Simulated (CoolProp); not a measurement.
Vapour-liquid equilibrium of R227EA (1) + isobutene (2) at 241.5 K; x and y are mole fractions of (1).

Computed with CoolProp (multi-fluid Helmholtz-energy mixture model, Lemmon 2016 and Lemmon 2005; pair parameters Bell 2016).

```tsv
x	bubble pressure (MPa)	y at the bubble point	dew pressure at overall composition x (MPa)	liquid density (mol/L)
0.05	0.04238	0.221	0.03598	11.49
0.125	0.04986	0.374	0.03856	…
0.2	0.05409	0.450	0.04148	11.04
0.275	0.05649	0.494	0.04481	10.83
0.35	0.05789	0.524	…	10.64
0.425	0.05876	0.548	0.05268	10.45
0.5	0.05929	0.571	0.05678	10.28
0.575	0.05957	0.595	0.05936	…
0.65	0.05954	0.625	0.05929	9.970
0.725	0.05907	0.665	…	9.829
0.8	0.05797	0.718	0.05572	9.698
0.875	0.05595	0.792	0.05346	9.575
0.95	0.05271	0.900	0.05119	9.460
```

### Question
Fill in the missing entries.

### Answer

- 0.125, liquid density (mol/L): 11.26
- 0.35, dew pressure at overall composition x (MPa): 0.04856
- 0.575, liquid density (mol/L): 10.12
- 0.725, dew pressure at overall composition x (MPa): 0.05779

y crosses x between x = 0.575 and 0.65: the model has an azeotrope there.

The pair parameters rest on a limited set of measurements; away from them the model extrapolates.
